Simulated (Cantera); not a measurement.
An adiabatic, constant-pressure homogeneous reactor starts with H2 : O2 : N2 = 1 : 0.633 : 6.96 (molar parts), equivalence ratio 0.79, at 1325 K and 30.0 bar.

Model: the H2/O2 subset of GRI-Mech 3.0, which has no nitrogen chemistry, integrated in Cantera. The hydrogen kinetics of GRI-Mech 3.0 are dated; newer H2 mechanisms differ, most at raised pressure. The pressure lies above the range GRI-Mech 3.0 was tuned for (to about 10 atm).

One state of this run: T (K) = 2149; x H2 = 0.000146; x O2 = 0.0162; x H2O = 0.123; x O = 4.55e-5; x OH = 0.00101. x: mole fraction; the columns are a selection and need not sum to one.

Q: Which value of t (s) does it belong to?
(A) 0.00525
(B) 1.15e-5
(C) 2.76e-5
(D) 4.80e-6

A: A, 0.00525
